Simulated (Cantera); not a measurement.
A Cantera script and its output.

```python
import numpy as np
import cantera as ct

gas = ct.Solution("gri30.yaml")
gas.TPX = 1125, 1100000, {'CH4': 0.0022, 'O2': 0.039, 'N2': 1}
inlet = ct.Reservoir(gas, clone=True)

reactor = ct.IdealGasConstPressureReactor(gas, energy="off", clone=False)
exhaust = ct.Reservoir(gas, clone=True)
tau = [6.1, 1.2, 0.22, 0.043, 0.0082, 0.0016, 0.0003][0]
for a, b in ((inlet, reactor), (reactor, exhaust)):
    ct.MassFlowController(a, b, mdot=lambda t: reactor.mass / tau)
net = ct.ReactorNet([reactor])
show = ['CH4', 'O2', 'CO', 'CH2CO', 'CH3', 'HCN']

rows = []
print(f"{'tau/s':>10s}{'T/K':>9s}" + "".join(f"{s:>11s}" for s in show))
for tau in [6.1, 1.2, 0.22, 0.043, 0.0082, 0.0016, 0.0003]:
    net.initial_time = 0.0
    net.advance(30 * tau)
    before = gas.X
    net.advance(40 * tau)
    drift = np.max(np.abs(gas.X - before) / (gas.X + 1e-9))
    rows.append([gas.T, *gas[show].X, drift])
    print(f"{tau:10.3e}{gas.T:9.1f}" + "".join(f"{x:11.3e}" for x in gas[show].X))
```

It prints:

```
     tau/s      T/K        CH4         O2         CO      CH2CO        CH3        HCN
 6.100e+00   1125.0  2.378e-05  3.335e-02  1.366e-04  8.142e-08  6.577e-08  1.503e-12
 1.200e+00   1125.0  6.849e-05  3.355e-02  3.444e-04  3.127e-07  1.726e-07  7.112e-13
 2.200e-01   1125.0  1.926e-04  3.399e-02  7.040e-04  1.021e-06  4.430e-07  1.576e-13
 4.300e-02   1125.0  5.047e-04  3.481e-02  9.779e-04  2.491e-06  1.030e-06  6.306e-14
 8.200e-03   1125.0  1.218e-03  3.618e-02  6.491e-04  2.709e-06  2.053e-06  4.391e-14
 1.600e-03   1125.0  2.113e-03  3.746e-02  1.251e-09  2.205e-15  4.065e-08  1.493e-21
 3.000e-04   1125.0  2.113e-03  3.746e-02  2.926e-12  3.492e-20  3.163e-09  1.748e-23
```

Detailed kinetics in Cantera: GRI-Mech 3.0 (53 species, 325 reactions).
